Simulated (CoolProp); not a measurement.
Vapour-liquid equilibrium of ethane (1) + propylene (2) at 253 K; x and y are mole fractions of (1).

Values from CoolProp's multi-fluid Helmholtz-energy mixture model, Bücker 2006 and Lemmon 2013; pair parameters Bell 2016.

```csv
x,"bubble pressure, mixture model (kPa)","bubble pressure, Raoult's law (kPa)","y, mixture model","y, Raoult's law"
0.05,358.9,359.6,0.182,0.197
0.2,520.0,526.3,0.501,0.538
0.35,678.6,693.1,0.673,0.715
0.5,838.0,859.8,0.784,0.823
0.65,1001,1027,0.865,0.896
0.8,1171,1193,0.929,0.949
0.95,1352,1360,0.983,0.989
```

The largest gap from Raoult's law is -2.5 % in bubble pressure, at x = 0.5. No azeotrope shows between x = 0.05 and 0.95.

Pair parameters are fitted to limited data, so mixtures are less certain than the pure fluids.
